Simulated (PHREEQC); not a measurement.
Phosphoric acid bath: speciation

Consider water at 20 °C with 0.0051 mol/kgw H3PO4 and 0.01 mol/kgw HF. Closed to the air; pH follows from the charge balance.

Equilibrium calculation in PHREEQC: ion-association model, phreeqc.dat.

No solid was allowed to form.

**Question.** Predict the pH.

**Answer.** pH 2.35.

**Question.** In which forms is F present?

**Answer.** HF 84 %, F- 15 %, HF2- 0.9 % of the F.
